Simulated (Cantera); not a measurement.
Feed: 1 mol CuO, 400 mol H₂, 16 mol N₂, at 75.0 Torr.

These are equilibrium values from Cantera (NASA tables, ideal gas, pure condensed phases), not measurements of a reactor. Candidate condensed phases: Cu, CuO, Cu(OH)₂, Cu₂O, H₂O; 27 gas species. The numbers say what is thermodynamically allowed, not how fast it happens.

x: gas mole fraction; n: condensed amount in mol.

| T (°C) | x H₂ | x N₂ | x H | x H₂O | x Cu | x Cu₂ | x NH₃ | n Cu(s) | n Cu(l) |
|---|---|---|---|---|---|---|---|---|---|
| 1052 | 0.959 | 0.0385 | 5.06e-6 | 0.00240 | 2.81e-6 | 2.93e-10 | 2.07e-6 | 0.999 | 0 |
| 1102 | 0.959 | 0.0385 | (withheld) | 0.00240 | (withheld) | (withheld) | (withheld) | 0 | 0.997 |
| 1152 | 0.959 | 0.0385 | (withheld) | 0.00240 | (withheld) | (withheld) | (withheld) | 0 | 0.991 |
| 1202 | 0.959 | 0.0385 | 4.02e-5 | 0.00240 | 5.36e-5 | 1.78e-8 | 1.23e-6 | 0 | 0.978 |
| 1252 | 0.959 | 0.0385 | 7.33e-5 | 0.00240 | 0.000124 | 5.71e-8 | 1.06e-6 | 0 | 0.948 |
| 1302 | 0.959 | 0.0384 | 0.000129 | 0.00240 | 0.000273 | 1.70e-7 | 9.19e-7 | 0 | 0.886 |
| 1352 | 0.958 | 0.0384 | 0.000218 | 0.00240 | 0.000571 | 4.69e-7 | 8.05e-7 | 0 | 0.762 |
| 1402 | 0.958 | 0.0384 | 0.000359 | 0.00240 | 0.00114 | 1.22e-6 | 7.09e-7 | 0 | 0.523 |
| 1452 | 0.956 | 0.0384 | 0.000574 | 0.00240 | 0.00219 | 2.99e-6 | 6.30e-7 | 0 | 0.0850 |
| 1502 | 0.956 | 0.0384 | 0.000895 | 0.00240 | 0.00239 | 2.43e-6 | 5.63e-7 | 0 | 0 |
| 1552 | 0.956 | 0.0383 | 0.00136 | 0.00240 | 0.00239 | 1.70e-6 | 5.07e-7 | 0 | 0 |
| 1602 | 0.955 | 0.0383 | 0.00203 | 0.00240 | 0.00239 | 1.20e-6 | 4.59e-7 | 0 | 0 |
| 1652 | 0.954 | 0.0383 | 0.00295 | 0.00239 | 0.00239 | 8.69e-7 | 4.17e-7 | 0 | 0 |
| 1702 | 0.953 | 0.0383 | 0.00422 | 0.00239 | 0.00239 | 6.37e-7 | 3.81e-7 | 0 | 0 |

Question: What belongs in the gaps?

Answer: 
- 1152, x H: 2.11e-5
- 1152, x Cu: 2.17e-5
- 1152, x Cu₂: 5.10e-9
- 1152, x NH₃: 1.45e-6
- 1102, x H: 1.06e-5
- 1102, x Cu: 8.23e-6
- 1102, x Cu₂: 1.33e-9
- 1102, x NH₃: 1.72e-6
